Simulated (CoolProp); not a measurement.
A simple Rankine cycle with n-heptane: condensing at 294.15 K, boiler at 0.347 MPa, turbine inlet 569.8 K, turbine efficiency 0.9, pump efficiency 0.7, no recuperator. Each further row changes one setting.

Computed with CoolProp (reference Helmholtz-energy equation of state, Span 2003). It is a short technical equation, of lower accuracy than the large ones.

```
case                             thermal efficiency (%)  net work (kJ/kg)  heat in (kJ/kg)  turbine exit temperature (K)  volume ratio over the turbine
-------------------------------  ----------------------  ----------------  ---------------  ----------------------------  -----------------------------
as stated                                    (withheld)               167              974                         504.4                           64.1
turbine inlet 589.8 K                              16.8               173             1030                         523.9                           64.0
condensing temperature 286.15 K                    18.4               182       (withheld)                         498.1                     (withheld)
boiler pressure 0.243 MPa                          15.8               154              977                         510.1                           44.9
turbine efficiency 0.8                       (withheld)               148              974                         511.7                           65.0
```

### Question
Some entries are withheld; supply them.

### Answer

- as stated, thermal efficiency (%): 17.1
- condensing temperature 286.15 K, heat in (kJ/kg): 992
- condensing temperature 286.15 K, volume ratio over the turbine: 97.0
- turbine efficiency 0.8, thermal efficiency (%): 15.2
